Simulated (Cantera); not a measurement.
Ignition delay

Mixture: CH3OH : O2 : N2 : H2O = 1 : 1.25 : 4.7 : 0.31 (molar parts), equivalence ratio 1.2, at 19.7 atm, adiabatic and at constant volume. Ignition delay is the time to a rise of 400 K.

Computed with Cantera and GRI-Mech 3.0 (53 species, 325 reactions). GRI-Mech 3.0 was tuned for natural gas; its chemistry of methanol as a main component is partial and can be far from experiment. The pressure lies above the range GRI-Mech 3.0 was tuned for (to about 10 atm).

```tsv
T0 (K)	delay (ms)
1250	0.354
1325	0.117
1400	0.0438
1475	0.0185
1550	0.00864
1625	0.00441
```

```yaml
apparent activation energy between 1475 and 1625 K: 190 kJ/mol
```
